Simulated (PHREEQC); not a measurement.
Solution (25 °C): 0.308 mol/kgw NaOH and 8.1e-06 mol/kgw H4SiO4. Closed to the air; pH follows from the charge balance.

Equilibrium calculation in PHREEQC: Pitzer model, pitzer.dat.

Question: The ionic strength comes out as 0.308 mol/kgw. What activity coefficients do Na+, H2SiO4-2, OH- get?

Answer: Na+ 0.71, H2SiO4-2 0.13, OH- 0.71. Single-ion values are on the MacInnes scale.

This is a speciation only: nothing precipitates in the calculation.
